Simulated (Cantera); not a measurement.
Input: 1 mol B, 0.085 mol O₂, 19 mol H₂, equilibrated at 0.910 bar.

Cantera equilibrium calculation (NASA polynomials, part measured and part estimated; ideal gas, pure solids and liquids). Candidate condensed phases: B, B₂O₃, B₃O₃H₃, H₂O; 23 gas species. Rates play no part.

Problem. At 877 °C, list the 3 most abundant gas species with their mole fractions, and the condensed phases.

Solution. H₂ 0.997, B₃O₃H₃ 0.00298, HBO 1.95e-5. Condensed: B(s).
